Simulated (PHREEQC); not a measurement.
Consider water at 49 °C with 36 mmol/kgw ZnSO4, 0.73 mmol/kgw CaCl2 and 0.66 mmol/kgw H2SO4. Closed to the air; pH follows from the charge balance.

Computed with PHREEQC (ion-association model, phreeqc.dat).

| Property | Result |
|---|---|
| pH | 3.31 |
| ionic strength | 0.0811 mol/kgw |
| density | 0.994 g/cm³ |
| total alkalinity | -1.32 meq/kg |

```csv
species,molality,activity,log γ
Zn+2,0.0198,0.00767,-0.413
SO4-2,0.0178,0.00683,-0.416
ZnSO4,0.0143,0.0146,0.008
Zn(SO4)2-2,0.00180,0.000681,-0.421
Cl-,0.00138,0.00107,-0.112
HSO4-,0.000729,0.000572,-0.105
H+,0.000589,0.000488,-0.082
Ca+2,0.000467,0.000186,-0.399
CaSO4,0.000262,0.000267,0.008
ZnCl+,7.58e-5,5.88e-5,-0.110
CaHSO4+,1.63e-6,1.28e-6,-0.105
ZnOH+,1.18e-7,9.29e-8,-0.105
ZnCl2,7.08e-8,7.21e-8,0.008
```

This is a speciation only: nothing precipitates in the calculation. Constants without temperature data keep their 25 °C values here.
